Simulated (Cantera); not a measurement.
## Chlorosilane synthesis and conversion: Si + HCl + H2

Charge: 1 mol Si, 4.2 mol HCl, 16 mol H2.

Method: chemical equilibrium by Gibbs-energy minimisation in Cantera with the NASA 1993 tables (ideal gas, pure condensed phases). Candidate condensed phases: Si; 19 gas species. The tables' values for SiCl3 are old estimates. Kinetics and transport are ignored.

Problem. Map the stable condensed phases over T = 875, 900, 925, 950, 975, 1000, 1025, 1050, 1075 °C and P in Pa = 10000, 26000, 67000, 170000, 450000, 1200000, 3000000.

Solution. 
```
T in °C \ P in Pa
           10000   26000   67000  170000  450000 1200000 3000000
   1075        A       A       A       A       B       B       B
   1050        A       A       A       B       B       B       B
   1025        A       A       A       B       B       B       B
   1000        A       A       A       B       B       B       B
    975        A       A       A       B       B       B       B
    950        A       A       B       B       B       B       B
    925        A       A       B       B       B       B       B
    900        A       A       B       B       B       B       B
    875        A       B       B       B       B       B       B
```
A: Si; B: gas only.
